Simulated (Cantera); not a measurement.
An isothermal plug-flow reactor at 925 K and 500000 Pa (inlet), inlet velocity 3.3 m/s, active area per volume 130 1/m; feed 0.221 % CO, 16.8 % O2, 83.0 % N2, equivalence ratio 0.0066.

Model: Deutschmann's 1995 Pt surface mechanism with GRI-Mech 3.0 gas chemistry, integrated in Cantera. Catalytic surfaces can have several steady states; this one follows from the mechanism file's or the stated starting coverage. Mass transfer to the wall is taken as infinitely fast.

Task: Predict: x(CO) at z = 0.037 m; x(O2) at z = 0.037 m; x(CO2) at z = 0.037 m; θ(free Pt) at the exit; θ(O*) at the exit.

Result: 
```
Property                   Value
----------------------  --------
x(CO) at z = 0.037 m    0.000337
x(O2) at z = 0.037 m       0.167
x(CO2) at z = 0.037 m    0.00187
θ(free Pt) at the exit    0.0601
θ(O*) at the exit          0.940
```
